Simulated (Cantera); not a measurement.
Charge: 1 mol c-C4F8, equilibrated at 1402 °C.

Cantera equilibrium calculation (NASA polynomials, part measured and part estimated; ideal gas, pure solids and liquids). Candidate condensed phases: C; 13 gas species. The feed counts by its element totals alone. Gases not in the tables: C2F6 and larger saturated fluorocarbons. The numbers say what is thermodynamically allowed, not how fast it happens.

x: gas mole fraction; n: condensed amount in mol.

```csv
P (Pa),x CF4,x F,x CF2,x CF3,x CF,n C(graphite)
1,0.732,0.146,0.119,0.00294,?,1.94
5.20,0.895,0.0445,0.0579,0.00227,?,1.96
27,0.959,0.0132,0.0263,0.00158,?,1.98
140,0.983,0.00385,0.0117,0.00107,?,1.99
720,0.993,0.00113,0.00518,0.000714,?,2.00
3700,0.997,0.000332,0.00229,0.000476,?,2.00
19000,0.999,9.72e-5,0.00101,0.000316,?,2.00
100000,0.999,2.80e-5,0.000441,0.000209,?,2.00
```

Complete the blanks.


- 1, x CF: 9.78e-5
- 5.20, x CF: 2.99e-5
- 27, x CF: 8.83e-6
- 140, x CF: 2.59e-6
- 720, x CF: 7.59e-7
- 3700, x CF: 2.23e-7
- 19000, x CF: 6.53e-8
- 100000, x CF: 1.88e-8
